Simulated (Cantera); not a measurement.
**Adiabatic ignition**

An adiabatic, constant-volume homogeneous reactor starts with 7.05 % C3H8, 19.6 % O2, 73.3 % N2, equivalence ratio 1.8, at 1725 K and 4130 Torr.

Computed with Cantera and GRI-Mech 3.0 (53 species, 325 reactions). GRI-Mech 3.0 was tuned for natural gas; its chemistry of propane as a main component is partial and can be far from experiment. Above 3000 K some thermodynamic fits are extrapolated.

```tsv
t (s)	T (K)	P (bar)	x C3H8	x O2	x CO	x NO2	x HCO	x HCN	x CH2O
2.00e-6	1705	5.60	0.0447	0.182	0.00241	1.39e-11	2.18e-5	1.90e-9	0.00444
5.90e-6	3176	12.6	<1e-12	0.000494	0.148	5.50e-8	2.71e-6	0.000102	1.92e-7
1.74e-5	3155	12.6	<1e-12	0.000534	0.148	1.19e-7	2.71e-6	5.03e-7	7.56e-8
5.14e-5	3150	12.6	<1e-12	0.000510	0.148	1.93e-7	2.70e-6	7.61e-7	7.59e-8
0.000152	3148	12.5	<1e-12	0.000503	0.148	2.17e-7	2.69e-6	8.48e-7	7.60e-8
0.000447	3148	12.5	<1e-12	0.000502	0.148	2.17e-7	2.69e-6	8.50e-7	7.60e-8
0.00132	3148	12.5	<1e-12	0.000502	0.148	2.17e-7	2.69e-6	8.50e-7	7.60e-8
0.00389	3148	12.5	<1e-12	0.000502	0.148	2.17e-7	2.69e-6	8.50e-7	7.60e-8
0.0115	3148	12.5	<1e-12	0.000502	0.148	2.17e-7	2.69e-6	8.50e-7	7.60e-8
0.0339	3148	12.5	<1e-12	0.000502	0.148	2.17e-7	2.69e-6	8.50e-7	7.60e-8
0.100	3148	12.5	<1e-12	0.000502	0.148	2.17e-7	2.69e-6	8.50e-7	7.60e-8
```
x: mole fraction; the columns are a selection and need not sum to one.

```json
{
 "time_of_steepest_temperature_rise": "4.75 µs",
 "temperature at 0.100 s": "3148 K",
 "equilibrium_temperature": "3148 K",
 "x(C3H8) at 0.100 s": "<1e-12 (gas-phase equilibrium <1e-12)",
 "x(O2) at 0.100 s": "0.000502 (gas-phase equilibrium 0.000502)",
 "x(CO) at 0.100 s": "0.148 (gas-phase equilibrium 0.148)"
}
```
